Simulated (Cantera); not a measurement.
An isothermal, constant-pressure homogeneous reactor starts with CH4 : H2O : H2 = 1 : 3.5 : 0.23 (molar parts), at 1300 K and 1.00 bar. Integrator tolerance rtol = 1e-08.

Cantera simulation using GRI-Mech 3.0 (53 species, 325 reactions); the numbers are that mechanism's predictions, not measurements.

**Question.** What does this change do: pressure from 1.00 bar to 6.60 bar?

**Answer.** 
```tsv
quantity	before	after
x(CH4) at 300 s	0.115 (gas-phase equilibrium 3.22e-6)	0.151 (gas-phase equilibrium 0.000140)
x(H2O) at 300 s	0.589 (gas-phase equilibrium 0.332)	0.623 (gas-phase equilibrium 0.332)
x(H2) at 300 s	0.238 (gas-phase equilibrium 0.519)	0.186 (gas-phase equilibrium 0.519)
x(C2H6) at 300 s	7.20e-5 (gas-phase equilibrium <1e-12)	0.000166 (gas-phase equilibrium 5.13e-11)
x(OH) at 300 s	1.73e-8 (gas-phase equilibrium 6.70e-9)	8.13e-9 (gas-phase equilibrium 2.61e-9)
```

**Question.** What does this change do: CH4 1 to 0.44 parts?

**Answer.** 
| quantity | before | after |
|---|---|---|
| x(CH4) at 300 s | 0.115 (gas-phase equilibrium 3.22e-6) | 0.0546 (gas-phase equilibrium 2.38e-7) |
| x(H2O) at 300 s | 0.589 (gas-phase equilibrium 0.332) | 0.726 (gas-phase equilibrium 0.564) |
| x(H2) at 300 s | 0.238 (gas-phase equilibrium 0.519) | 0.182 (gas-phase equilibrium 0.349) |
| x(C2H6) at 300 s | 7.20e-5 (gas-phase equilibrium <1e-12) | 2.02e-5 (gas-phase equilibrium <1e-12) |
| x(OH) at 300 s | 1.73e-8 (gas-phase equilibrium 6.70e-9) | 2.43e-8 (gas-phase equilibrium 1.39e-8) |
